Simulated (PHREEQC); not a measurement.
Model water analysis in mg/kgw, 64 °C, pH 6.82, pe 11.5:

```tsv
constituent	mg/kgw
Na	4.07
K	0.301
Ca	1.26
Mg	0.37
Cl	1.28
S(6) as SO4	2.9
Alkalinity as HCO3	9.17
Ba	0.41
N(5) as NO3	0.00812
```

Valence states are taken as typed.

The numbers come from PHREEQC with the ion-association model, phreeqc.dat.

```yaml
ionic_strength: 0.000343 mol/kgw
charge_balance_error: 7.0 %
```

| species | molality | activity | log γ |
|---|---|---|---|
| O2 | 0.0425 | 0.0425 | 0.000 |
| Na+ | 0.000177 | 0.000173 | -0.010 |
| HCO3- | 0.000149 | 0.000146 | -0.010 |
| CO2 | 4.37e-5 | 4.37e-5 | 0.000 |
| Cl- | 3.61e-5 | 3.53e-5 | -0.010 |
| Ca+2 | 3.12e-5 | 2.85e-5 | -0.040 |
| SO4-2 | 2.97e-5 | 2.71e-5 | -0.040 |
| Mg+2 | 1.50e-5 | 1.37e-5 | -0.039 |
| K+ | 7.70e-6 | 7.52e-6 | -0.010 |
| Ba+2 | 2.94e-6 | 2.68e-6 | -0.040 |
| OH- | 8.06e-7 | 7.88e-7 | -0.010 |
| MgSO4 | 2.11e-7 | 2.11e-7 | 0.000 |
| CaSO4 | 1.78e-7 | 1.78e-7 | 0.000 |

No solid was allowed to form. At this temperature some constants are extrapolated from 25 °C, and those without enthalpy data are left unchanged.
